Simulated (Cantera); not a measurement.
Input: 1 mol trisilylamine, 9.4 mol N2, held at 36.0 Pa.

Method: chemical equilibrium by Gibbs-energy minimisation in Cantera with the NASA 1993 tables (ideal gas, pure condensed phases). Candidate condensed phases: Si, Si3N4; 18 gas species. The feed counts by its element totals alone. The tables' values for SiN are old estimates; treat these amounts as uncertain. Rates play no part. All values below are at 1798 K.

Base state: N2 0.678, H2 0.303, H 0.0102, Si 0.00857, SiH 0.000103, Si2N 9.61e-5, SiN 5.96e-5, Si2 5.15e-5 (mole fractions); condensed: Si(l).

What changes in the equilibrium state with this change: pressure from 36.0 Pa to 13.3 mbar?


```tsv
species	before	after
N2	0.678	0.639
H2	0.303	0.359
H	0.0102	0.00183
Si	0.00857	0.000231
Si2	5.15e-5	1.39e-6
Si3	1.23e-5	3.31e-7
Si2N	9.61e-5	1.53e-5
Si(l), mol	2.87	0.145
Si3N4(s), mol	0	0.950
```
Mutual solubility and eutectic melting of coexisting phases are not modelled. Gases not in the tables: Si2H6 and higher silanes.
